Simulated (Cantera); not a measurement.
Feed: 1 mol AlCl₃, 7.8 mol HCl, 1.8 mol N₂, at 0.0100 bar.

These are equilibrium values from Cantera (NASA tables, ideal gas, pure condensed phases), not measurements of a reactor. Candidate condensed phases: Al, AlCl₃, AlN, NH₄Cl; 20 gas species. The tables' values for AlCl₂ are old estimates; treat these amounts as uncertain. Kinetics and transport are ignored.

log p: log10 of the partial pressure in bar; nothing condenses.

| T (°C) | log p HCl | log p N₂ | log p AlCl₃ | log p Cl | log p H₂ |
|---|---|---|---|---|---|
| 550 | -2.13 | -2.77 | -3.03 | -9.05 | -8.43 |
| 650 | -2.13 | -2.77 | -3.03 | [?] | [?] |
| 750 | -2.13 | -2.77 | -3.03 | -7.01 | -7.09 |
| 850 | -2.13 | -2.77 | -3.03 | [?] | [?] |
| 950 | -2.13 | -2.77 | -3.03 | -5.73 | -5.99 |
| 1050 | -2.13 | -2.77 | -3.03 | -5.25 | -5.53 |
| 1150 | -2.13 | -2.77 | -3.03 | -4.83 | -5.13 |
| 1250 | -2.14 | -2.77 | -3.03 | -4.47 | -4.79 |

Question: Some entries are withheld; supply them.

Answer: 
- 650, log p Cl: -7.90
- 650, log p H₂: -7.72
- 850, log p Cl: -6.30
- 850, log p H₂: -6.51
